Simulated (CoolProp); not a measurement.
Vapour-liquid equilibrium of CHF3 (R23) (1) + R152A (2) at 76.8 kPa; x and y are mole fractions of (1).

Computed with CoolProp (multi-fluid Helmholtz-energy mixture model, Penoncello 2003 and Outcalt 1996; pair parameters Bell 2016).

```csv
x,"bubble temperature, mixture model (°C)","bubble temperature, Raoult's law (°C)","y, mixture model","y, Raoult's law"
0.05,-39.1,-40.9,0.380,0.444
0.125,-49.4,-51.9,0.668,0.720
0.2,-56.9,-59.3,0.805,0.837
0.275,-62.7,-64.8,0.877,0.896
0.35,-67.3,-69.0,0.919,0.930
0.425,-71.0,-72.3,0.945,0.952
0.5,-74.2,-75.1,0.963,0.966
0.575,-76.8,-77.5,0.974,0.976
0.65,-79.1,-79.6,0.982,0.983
0.725,-81.1,-81.4,0.988,0.989
0.8,-82.9,-83.1,0.993,0.993
0.875,-84.4,-84.5,0.996,0.996
0.95,-85.8,-85.9,0.999,0.999
```

The largest gap from Raoult's law is +2.5 K in bubble temperature, at x = 0.125. No azeotrope shows between x = 0.05 and 0.95.

Pair parameters are fitted to limited data, so mixtures are less certain than the pure fluids.
